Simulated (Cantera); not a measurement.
Charge: 1 mol MgO, 0.98 mol CH4, 0.053 mol CO, equilibrated at 0.0160 bar.

Cantera equilibrium calculation (NASA polynomials, part measured and part estimated; ideal gas, pure solids and liquids). Candidate condensed phases: C, C6H6, C7H8, C8H18, H2O, Mg, MgCO3, MgO, Mg(OH)2; 116 gas species. Equilibrium is a limit: real reactors are often held back by kinetics, nucleation or transport.

At 925 °C, list the 4 most abundant gas species with their mole fractions, and the condensed phases.

H2 0.973, CO 0.0263, CH4 0.000243, H2O 1.09e-5. Condensed: C(graphite) + MgO(s).
